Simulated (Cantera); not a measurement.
Cantera with NASA thermochemical tables; ideal gases at 1 bar, condensed phases pure. Values are per mole of reaction as written; species without (g) are pure solids or liquids, kept so even where they would boil at 1 bar.

Question: Between 1125 and 1525 K, where is each reaction favourable under standard conditions?
- 3 O(g) + C + 2 Na(g) ⇌ Na2CO3

Answer: 
- 3 O(g) + C + 2 Na(g) ⇌ Na2CO3: ΔG° is -1367 kJ at 1125 K and -1134 kJ at 1525 K; it stays negative (K > 1). ΔH° is -2008 kJ and ΔS° -573 J/K at 1525 K.
